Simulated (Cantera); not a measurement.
Input: 1 mol Cu2O, 190 mol H2, 1.2 mol N2, equilibrated at 1148.15 K and 5.00 bar.

Cantera equilibrium calculation (NASA polynomials, part measured and part estimated; ideal gas, pure solids and liquids). Candidate condensed phases: Cu, CuO, Cu(OH)2, Cu2O, H2O; 27 gas species. Rates play no part.

Base state: H2 0.988, N2 0.00623, H2O 0.00523, NH3 9.55e-5 (mole fractions); condensed: Cu(s).

**Question.** What changes in the equilibrium state with this change: temperature from 1148.15 K to 798.15 K?

**Answer.** 
```tsv
species	before	after
H2	0.988	0.988
N2	0.00623	0.00572
H2O	0.00523	0.00524
NH3	9.55e-5	0.00113
Cu(s), mol	2.00	2.00
```

**Question.** What changes in the equilibrium state with this change: Cu2O replaced by FeS?

**Answer.** 
```json
[
 {"species": "H2", "before": "0.988", "after": "0.991"},
 {"species": "N2", "before": "0.00623", "after": "0.00623"},
 {"species": "H2S", "before": "0", "after": "0.00308"},
 {"species": "H2O", "before": "0.00523", "after": "0"},
 {"species": "NH3", "before": "9.55e-5", "after": "9.58e-5"},
 {"species": "Cu(s), mol", "before": "2.00", "after": "0"},
 {"species": "Fe(α), mol", "before": "0", "after": "0.590"},
 {"species": "FeS(s), mol", "before": "0", "after": "0.410"}
]
```
Mutual solubility and eutectic melting of coexisting phases are not modelled. FeS: taken at fixed stoichiometry. Further candidate phases: Fe, FeS, FeS2, S.
